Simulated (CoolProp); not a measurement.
Vapour-liquid equilibrium of propane (1) + n-butane (2) at -65.55 °C; x and y are mole fractions of (1).

Values from CoolProp's multi-fluid Helmholtz-energy mixture model, Lemmon 2009 and Bücker 2006; pair parameters Kunz 2012.

```csv
x,bubble pressure (MPa),y at the bubble point,dew pressure at overall composition x (MPa),liquid density (mol/L)
0.05,0.004782,(withheld),0.003574,11.57
0.125,0.006856,(withheld),0.003843,11.72
0.2,0.008953,0.694,0.004155,11.88
0.275,0.01106,0.775,0.004523,12.03
0.35,0.01318,0.831,0.004963,12.19
0.425,0.01530,0.871,0.005497,12.36
0.5,0.01742,0.901,(withheld),12.53
0.575,0.01954,0.925,0.007006,12.70
0.65,0.02166,0.944,0.008121,12.88
0.725,0.02377,0.960,0.009660,13.06
0.8,0.02588,0.973,0.01192,13.25
0.875,0.02800,(withheld),0.01557,13.44
0.95,0.03012,0.994,0.02241,13.64
```

Task: Fill in the missing entries.

Result: 
- 0.05, y at the bubble point: 0.321
- 0.125, y at the bubble point: 0.563
- 0.5, dew pressure at overall composition x (MPa): 0.006160
- 0.875, y at the bubble point: 0.984

No azeotrope shows between x = 0.05 and 0.95.

The pair parameters rest on a limited set of measurements; away from them the model extrapolates.
